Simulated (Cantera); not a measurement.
## Low-pressure radical oxidation in H2/O2

An isothermal, constant-pressure homogeneous reactor starts with H₂ : O₂ : N₂ = 0.022 : 1 : 3.8 (molar parts), at 975 K and 0.0133 bar.

Cantera simulation using the H2/O2 subset of GRI-Mech 3.0, which has no nitrogen chemistry; the numbers are that mechanism's predictions, not measurements. Radical loss at walls, strong at low pressure, is not modelled.

```
t (s)         x H₂   x O₂       x O    x H₂O₂       x H     x H₂O     x HO₂
--------  --------  -----  --------  --------  --------  --------  --------
2.00e-6    0.00456  0.207    <1e-12    <1e-12    <1e-12    <1e-12    <1e-12
1.83e-5    0.00456  0.207    <1e-12    <1e-12    <1e-12    <1e-12    <1e-12
0.000168   0.00456  0.207    <1e-12    <1e-12    <1e-12    <1e-12    <1e-12
0.00154    0.00456  0.207  4.53e-12    <1e-12  4.22e-12  1.83e-12  7.12e-12
0.0141     0.00456  0.207   1.05e-9    <1e-12  3.57e-10   1.38e-9  9.42e-11
0.130      6.19e-5  0.205   0.00154   1.15e-8  0.000321   0.00428   8.94e-7
1.19       1.47e-6  0.206   6.70e-5   5.79e-9   2.08e-6   0.00456   1.88e-7
10.9       2.13e-8  0.206   1.22e-6   1.04e-9   5.20e-9   0.00457   1.14e-8
100       6.92e-10  0.206   4.98e-8  7.23e-11  4.28e-11   0.00457  6.18e-10
```
x: mole fraction; the columns are a selection and need not sum to one.

Equilibrium at this temperature and pressure: H₂ 3.58e-12, O₂ 0.206, O 2.85e-10, H₂O₂ <1e-12, H <1e-12, H₂O 0.00457, HO₂ 4.42e-11 (gas phase only).
